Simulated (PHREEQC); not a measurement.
0.034 g of hydrous ferric oxide (600 m²/g; 0.2 weak and 0.005 strong sites per Fe, Dzombak-Morel constants, diffuse double layer) in 1 kg of water with 0.005 mol/kgw of an inert sodium salt, at 25 °C; the pH is set by adding NaOH or the inert anion's acid. Oxygen is held at 0.21 atm. CO2 from the air is kept out. No solid was allowed to form.

Computed with PHREEQC (ion-association model, wateq4f.dat).

| pH | surface charge σ (C/m²) | surface potential ψ (mV) |
|---|---|---|
| 3 | 0.302 | 215 |
| 3.38 | 0.257 | 210 |
| 3.75 | 0.211 | 201 |
| 4.5 | 0.131 | … |
| 4.88 | 0.099 | 163 |
| 5.25 | 0.074 | 148 |
| 5.62 | 0.053 | 132 |
| 6.38 | 0.026 | … |
| 6.75 | 0.017 | 75 |
| 7.12 | 0.011 | 55 |
| 7.5 | 0.006 | 34 |
| 8.25 | … | … |
| 8.62 | -0.005 | -29 |
| 9 | -0.009 | -50 |

### Question
Some entries are withheld; supply them.

### Answer

- 4.5, surface potential ψ (mV): 177
- 6.38, surface potential ψ (mV): 95
- 8.25, surface charge σ (C/m²): -0.001
- 8.25, surface potential ψ (mV): -8

The oxide is taken as insoluble; below pH 4 it would dissolve.
